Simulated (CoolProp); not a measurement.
Vapour-liquid equilibrium of methanol (1) + water (2) at 130.05 °C; x and y are mole fractions of (1).

The numbers come from the multi-fluid Helmholtz-energy mixture model, de Reuck 1993 and Wagner 2002; pair parameters Bell 2016 in CoolProp.

```csv
x,"bubble pressure, mixture model (MPa)","bubble pressure, Raoult's law (MPa)","y, mixture model","y, Raoult's law"
0.05,0.3133,0.2993,0.170,0.141
0.125,0.3707,0.3422,0.342,0.308
0.2,0.4230,0.3851,0.463,0.438
0.275,0.4711,0.4281,0.554,0.542
0.35,0.5158,0.4710,0.625,0.626
0.425,0.5577,0.5139,0.684,0.697
0.5,0.5975,0.5568,0.735,0.757
0.575,0.6356,0.5997,0.781,0.808
0.65,0.6727,0.6427,0.823,0.853
0.725,0.7092,0.6856,0.862,0.891
0.8,0.7454,0.7285,0.900,0.926
0.875,0.7817,0.7714,0.937,0.956
0.95,0.8183,0.8143,0.975,0.983
```

The largest gap from Raoult's law is +10.0 % in bubble pressure, at x = 0.275. No azeotrope shows between x = 0.05 and 0.95.

The pair parameters rest on a limited set of measurements; away from them the model extrapolates.
